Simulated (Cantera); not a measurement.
# Ignition delay

Mixture: CH4 : CO : O2 : N2 = 1 : 0.1 : 1.37 : 5.14 (molar parts), equivalence ratio 1.5, at 10.0 bar, adiabatic and at constant pressure. Ignition delay is the time to a rise of 400 K.

Model: GRI-Mech 3.0 (53 species, 325 reactions), integrated in Cantera.

```json
[
 {"T0 (K)": "1248", "delay (ms)": "3.78"},
 {"T0 (K)": "1323", "delay (ms)": "1.55"},
 {"T0 (K)": "1398", "delay (ms)": "0.676"},
 {"T0 (K)": "1473", "delay (ms)": "0.309"},
 {"T0 (K)": "1548", "delay (ms)": "0.148"},
 {"T0 (K)": "1623", "delay (ms)": "0.0740"},
 {"T0 (K)": "1698", "delay (ms)": "0.0388"}
]
```

```yaml
apparent activation energy between 1548 and 1698 K: 190 kJ/mol
```
